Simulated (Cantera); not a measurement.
What does this Cantera script print?

```python
import numpy as np
import cantera as ct

gas_names = """
    B BH BH2 BH3 BN B2 H H2 N NH NH2 NH3 N2 N2H2 N2H4
""".split()
cond_names = """
    B(b) B(L) BN(s)
""".split()


# ... load() reads the species with a 1 bar reference pressure and builds the phases ...
atoms = {
    'borazine': {'B': 3, 'N': 3, 'H': 6},
    'N2': {'N': 2},
    'H2': {'H': 2},
}
top_T = {'BN(s)': 3200}  # K; cautious upper limits of use, not melting points


# ... equilibrate(T, P, feed) seeds the gas with the atoms and calls Mixture.equilibrate('TP', solver="vcs", rtol=1e-11, max_steps=5000) ...
results = []
feed = {'borazine': 1, 'N2': 0.75, 'H2': 68}  # mol
T = 1798.15  # K
P = 13332.2  # Pa
mix = equilibrate(T, P, feed)
results.append((T, P, feed, dict(zip(mix.species_names, mix.species_moles))))
x = sorted(zip(gas.X, gas.species_names), reverse=True)
print(f"T = {T:g} K  P = {P:g} Pa  gas = {mix.phase_moles(0):.4g} mol")
print("   x: " + "  ".join(f"{s} {v:.3e}" for v, s in x if v > 0.0001))
print("   condensed (mol): " + ("  ".join(f"{mix.phase(i).name} {mix.phase_moles(i):.4g}"
      for i in range(1, mix.n_phases) if mix.phase_moles(i) > 1e-12) or "none"))
```

Output:

```
T = 1798.15 K  P = 13332.2 Pa  gas = 71.78 mol
   x: H2 9.886e-01  N2 1.045e-02  H 9.600e-04
   condensed (mol): BN(s) 2.999
```

Cantera equilibrium calculation (NASA polynomials, part measured and part estimated; ideal gas, pure solids and liquids). The feed counts by its element totals alone.
